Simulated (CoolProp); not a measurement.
Model: reference Helmholtz-energy equation of state, Lemmon 2005, in CoolProp. It is a short technical equation, of lower accuracy than the large ones.

Q: For trans-2-butene, give the phase and the Z, speed of sound (m/s) at 444.2 K and 1.4 MPa; 444.2 K and 5.9 MPa.

A: 
- 444.2 K and 1.4 MPa: gas; Z 0.884, speed of sound 240
- 444.2 K and 5.9 MPa: supercritical; Z 0.276, speed of sound 210
